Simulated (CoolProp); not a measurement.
Properties of n-perfluorohexane along the isotherm 97.05 °C (Tc = 174.9 °C, pc = 1.742 MPa, ω = 0.497).

Values from CoolProp's reference Helmholtz-energy equation of state, Gao 2022.

```tsv
p (MPa)	phase	Z	speed of sound (m/s)	Joule-Thomson coefficient (K/MPa)	isothermal compressibility (1/MPa)	fugacity coefficient
0.00826	gas	0.9968	96.43	13.42	121.5	0.9968
0.0139	gas	0.9945	96.23	13.48	72.34	0.9946
0.0235	gas	0.9907	95.89	13.57	42.95	0.9908
0.0397	gas	0.9843	95.29	13.74	25.60	0.9845
0.067	gas	0.9732	94.27	…	15.35	0.9738
0.113	gas	0.9539	92.48	14.57	9.297	0.9559
0.191	gas	0.9194	89.20	15.65	5.734	0.9255
0.322	gas	0.8549	…	18.10	…	0.8742
0.544	liquid	0.04147	309.6	0.01853	0.008951	0.5361
0.917	liquid	0.06968	…	0.001730	0.008564	0.3272
1.55	liquid	0.1172	325.1	-0.02359	0.007989	0.2031
2.61	liquid	0.1957	340.1	-0.05895	0.007202	0.1306
```

### Question
Complete the blanks.

### Answer

- 0.067, Joule-Thomson coefficient (K/MPa): 14.03
- 0.322, speed of sound (m/s): 82.78
- 0.322, isothermal compressibility (1/MPa): 3.729
- 0.917, speed of sound (m/s): 315.5
